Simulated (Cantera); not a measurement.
Charge: 1 mol BF₃, 2.9 mol H₂O, 180 mol N₂, equilibrated at 0.00550 bar.

These are equilibrium values from Cantera (NASA tables, ideal gas, pure condensed phases), not measurements of a reactor. Candidate condensed phases: B, BN, B₂O₃, B₃O₃H₃, H₂O; 62 gas species. Equilibrium is a limit: real reactors are often held back by kinetics, nucleation or transport.

**Question.** Which condensed phases are stable at each of these points (T (K)): 950, 1000, 1050, 1100, 1150, 1200, 1250, 1300, 1350, 1400, 1450, 1500, 1550, 1600?

**Answer.** 
```
T (K)  condensed phases  B condensed (%)
-----  ----------------  ---------------
950             B₂O₃(l)             59.4
1000            B₂O₃(l)             62.7
1050            B₂O₃(l)             62.1
1100            B₂O₃(l)             53.8
1150            B₂O₃(l)             32.2
1200           gas only              0.0
1250           gas only              0.0
1300           gas only              0.0
1350           gas only              0.0
1400           gas only              0.0
1450           gas only              0.0
1500           gas only              0.0
1550           gas only              0.0
1600           gas only              0.0
```

From 950 K to 1150 K the condensed part is B₂O₃(l). From 1200 K to 1600 K nothing is condensed.
